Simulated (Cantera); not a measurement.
An isothermal plug-flow reactor at 873 K and 450 Torr (inlet), inlet velocity 0.58 m/s, active area per volume 4400 1/m; feed 0.434 % CH4, 1.61 % O2, 98.0 % N2, equivalence ratio 0.54.

Detailed kinetics in Cantera: Deutschmann's 1995 Pt surface mechanism with GRI-Mech 3.0 gas chemistry. Catalytic surfaces can have several steady states; this one follows from the mechanism file's or the stated starting coverage. Mass transfer to the wall is taken as infinitely fast.

One state of this run: x CH4 = 0.000167; x O2 = 0.00777; x H2O = 0.00835; x CO2 = 0.00417; x CO = 5.91e-8; θ free Pt = 0.199; θ O* = 0.799; θ OH* = 0.00211. x: gas mole fraction; θ: surface coverage.

**Question.** Which value of z (m) does it belong to?
(A) 0.0073
(B) 0.00027
(C) 0.001
(D) 0.014

**Answer.** A, 0.0073
